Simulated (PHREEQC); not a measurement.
Consider water at 25 °C with 1.8 mol/kgw K2CO3, 0.39 mol/kgw NaHCO3 and 8.8e-05 mol/kgw H4SiO4. Closed to the air; pH follows from the charge balance.

Computed with PHREEQC (Pitzer model, pitzer.dat).

Precipitation was switched off in this run.

Q: Predict the pH, osmotic coefficient.

A: pH 10.43; osmotic coefficient 0.877.

Q: In which forms is Si present?

A: H3SiO4- 90 %, H4SiO4 6.2 %, H2SiO4-2 3.9 % of the Si.

In brines, pH and single-ion activities rest on the MacInnes convention.
